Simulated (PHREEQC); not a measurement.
Make-up at 59 °C: 23 mmol/kgw Cu(NO3)2, 0.4 mmol/kgw H2SO4 and 7.4 mmol/kgw NaCl. Closed to the air; pH follows from the charge balance.

Model: ion-association model, phreeqc.dat, run in PHREEQC.

No solid was allowed to form.

### Question
Order these S species by the share of S that they hold, largest first: NaSO4-, HSO4-, SO4-2, CuSO4.

### Answer
SO4-2 (51 %), CuSO4 (44 %), HSO4- (3.6 %), NaSO4- (0.88 %)

The pH is 3.19 and the ionic strength 0.0754 mol/kgw. At this temperature some constants are extrapolated from 25 °C, and those without enthalpy data are left unchanged.
